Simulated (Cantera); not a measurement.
# Thermodynamics of metals in furnace atmospheres, feed Pb + NH3 + N2

A closed system holds: 1 mol Pb, 0.28 mol NH3, 56 mol N2.

Cantera equilibrium calculation (NASA polynomials, part measured and part estimated; ideal gas, pure solids and liquids). Candidate condensed phases: Pb; 11 gas species. Equilibrium is a limit: real reactors are often held back by kinetics, nucleation or transport.

Stable condensed phases:

```
T in K \ P in Pa
              10      61     370    2200   13000   82000  500000 3000000
   1700        A       A       A       A       A       A       A       B
   1600        A       A       A       A       A       A       B       B
   1500        A       A       A       A       A       A       B       B
   1400        A       A       A       A       A       B       B       B
   1300        A       A       A       A       A       B       B       B
   1200        A       A       A       A       B       B       B       B
   1100        A       A       A       B       B       B       B       B
   1000        A       A       B       B       B       B       B       B
    900        B       B       B       B       B       B       B       B
    800        B       B       B       B       B       B       B       B
    700        B       B       B       B       B       B       B       B
    600        B       B       B       B       B       B       B       B
```

A: gas only; B: Pb.
